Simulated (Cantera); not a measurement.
What does this Cantera script print?

```python
import numpy as np
import cantera as ct

gas = ct.Solution("gri30.yaml")
gas.TPX = 500, 500000, {'CH4': 1, 'CO': 0.021, 'O2': 3.1, 'N2': 11.7, 'CO2': 0.42}
inlet = ct.Reservoir(gas, clone=True)
gas.equilibrate("HP")  # start burning
reactor = ct.IdealGasConstPressureReactor(gas, energy="on", clone=False)
exhaust = ct.Reservoir(gas, clone=True)
tau = [0.19, 0.07, 0.026, 0.0094, 0.0035, 0.0013, 0.00047, 0.00017, 6.3e-05, 2.3e-05, 8.5e-06, 3.1e-06][0]
for a, b in ((inlet, reactor), (reactor, exhaust)):
    ct.MassFlowController(a, b, mdot=lambda t: reactor.mass / tau)
net = ct.ReactorNet([reactor])
show = ['CH4', 'CO', 'O2', 'O', 'C2H']

rows = []
print(f"{'tau/s':>10s}{'T/K':>9s}" + "".join(f"{s:>11s}" for s in show))
for tau in [0.19, 0.07, 0.026, 0.0094, 0.0035, 0.0013, 0.00047, 0.00017, 6.3e-05, 2.3e-05, 8.5e-06, 3.1e-06]:
    net.initial_time = 0.0
    net.advance(30 * tau)
    before = gas.X
    net.advance(40 * tau)
    drift = np.max(np.abs(gas.X - before) / (gas.X + 1e-9))
    rows.append([gas.T, *gas[show].X, drift])
    print(f"{tau:10.3e}{gas.T:9.1f}" + "".join(f"{x:11.3e}" for x in gas[show].X))
```

Output:

```
     tau/s      T/K        CH4         CO         O2          O        C2H
 1.900e-01   1856.8  2.673e-06  1.080e-04  6.700e-02  2.958e-05  1.630e-13
 7.000e-02   1855.8  6.264e-06  1.819e-04  6.703e-02  3.793e-05  8.497e-13
 2.600e-02   1853.6  1.341e-05  3.391e-04  6.709e-02  5.612e-05  3.465e-12
 9.400e-03   1849.4  2.754e-05  6.689e-04  6.723e-02  9.394e-05  1.172e-11
 3.500e-03   1841.9  5.410e-05  1.306e-03  6.752e-02  1.632e-04  3.236e-11
 1.300e-03   1827.9  1.072e-04  2.559e-03  6.816e-02  2.851e-04  7.900e-11
 4.700e-04   1800.7  2.275e-04  5.130e-03  6.962e-02  4.823e-04  1.808e-10
 1.700e-04   1744.4  5.747e-04  1.074e-02  7.324e-02  6.850e-04  4.230e-10
 6.300e-05    500.0  6.157e-02  1.293e-03  1.909e-01  3.084e-21  2.553e-43
 2.300e-05    500.0  6.157e-02  1.293e-03  1.909e-01  1.677e-21  3.541e-47
 8.500e-06    500.0  6.157e-02  1.293e-03  1.909e-01  7.172e-22  1.322e-48
 3.100e-06    500.0  6.157e-02  1.293e-03  1.909e-01  3.078e-22  1.420e-50
```

Cantera simulation using GRI-Mech 3.0 (53 species, 325 reactions); the numbers are that mechanism's predictions, not measurements.
